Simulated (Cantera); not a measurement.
A perfectly stirred reactor is fed with CH4 : CO2 = 1 : 0.99 (molar parts), at 0.133 bar; it is held at 1850 K, and followed from long to short residence time.

Computed with Cantera and GRI-Mech 3.0 (53 species, 325 reactions).

```csv
quantity,before,after
x(CH4) at τ = 5.00 s,0.00554,0.00183
x(CO2) at τ = 5.00 s,0.0107,0.121
x(HO2) at τ = 5.00 s,<1e-12,7.83e-12
x(CO) at τ = 5.00 s,0.464,0.522
x(H2) at τ = 5.00 s,0.454,0.184
x(CH4) at τ = 63.0 ms,0.0453,0.0275
x(CO2) at τ = 63.0 ms,0.0962,0.282
x(HO2) at τ = 63.0 ms,4.14e-12,1.78e-11
x(CO) at τ = 63.0 ms,0.290,0.328
x(H2) at τ = 63.0 ms,0.282,0.106
```

Q: What was changed between the two runs?
(A) CH4 1 to 0.38 parts
(B) CH4 1 to 6.8 parts
(C) CH4 1 to 0.15 parts
(D) temperature 1850 to 2000 K

A: A, CH4 1 to 0.38 parts
